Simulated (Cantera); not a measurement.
## HBr + O₂ + N₂ (abatement and gas-phase synthesis)

A closed system holds: 1 mol HBr, 2.7 mol O₂, 8.8 mol N₂, at 2480 Torr.

These are equilibrium values from Cantera (NASA tables, ideal gas, pure condensed phases), not measurements of a reactor. Candidate condensed phases: Br₂, H₂O; 50 gas species. Ions and electrons are included (thermal ionisation). Kinetics and transport are ignored.

From 2000 K to 5000 K nothing is condensed.

```csv
T (K),x N₂,x O,x O₂,x Br,x H,x NO,x H₂O,x OH,x N,x HBr
2000,0.690,0.000161,0.192,0.0633,3.14e-6,0.00685,0.0339,0.000864,4.13e-10,0.0102
2500,0.679,0.00339,0.181,0.0701,0.000217,0.0198,0.0320,0.00585,1.33e-7,0.00770
3000,0.659,0.0246,0.156,0.0715,0.00335,0.0376,0.0237,0.0178,6.22e-6,0.00540
3500,0.619,0.0897,0.109,0.0702,0.0181,0.0513,0.00979,0.0263,9.60e-5,0.00306
4000,0.574,0.190,0.0537,0.0669,0.0411,0.0509,0.00165,0.0180,0.000740,0.00122
4500,0.546,0.264,0.0186,0.0641,0.0548,0.0395,0.000158,0.00731,0.00366,0.000417
5000,0.531,0.296,0.00591,0.0626,0.0593,0.0278,1.53e-5,0.00261,0.0133,0.000152
```
x: gas mole fraction; nothing condenses.
